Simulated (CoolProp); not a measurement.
Vapour-liquid equilibrium of R125 (1) + R152A (2) at 24.35 °C; x and y are mole fractions of (1).

Values from CoolProp's multi-fluid Helmholtz-energy mixture model, Lemmon 2005 and Outcalt 1996; pair parameters Bell 2016.

| x | bubble pressure, mixture model (MPa) | bubble pressure, Raoult's law (MPa) | y, mixture model | y, Raoult's law |
|---|---|---|---|---|
| 0.05 | 0.6234 | 0.6235 | ? | 0.109 |
| 0.2 | ? | 0.7389 | ? | 0.367 |
| 0.35 | ? | 0.8543 | 0.506 | 0.555 |
| 0.5 | 0.9401 | 0.9697 | 0.651 | 0.698 |
| 0.65 | ? | 1.085 | 0.775 | 0.811 |
| 0.8 | 1.175 | 1.201 | ? | 0.903 |
| 0.95 | 1.308 | 1.316 | ? | 0.978 |

Question: What belongs in the gaps?

Answer: 
- 0.05, y, mixture model: 0.099
- 0.2, bubble pressure, mixture model (MPa): 0.7311
- 0.2, y, mixture model: 0.331
- 0.35, bubble pressure, mixture model (MPa): 0.8345
- 0.65, bubble pressure, mixture model (MPa): 1.053
- 0.8, y, mixture model: 0.882
- 0.95, y, mixture model: 0.973

The largest gap from Raoult's law is -3.1 % in bubble pressure, at x = 0.5. No azeotrope shows between x = 0.05 and 0.95.

Pair parameters are fitted to limited data, so mixtures are less certain than the pure fluids.
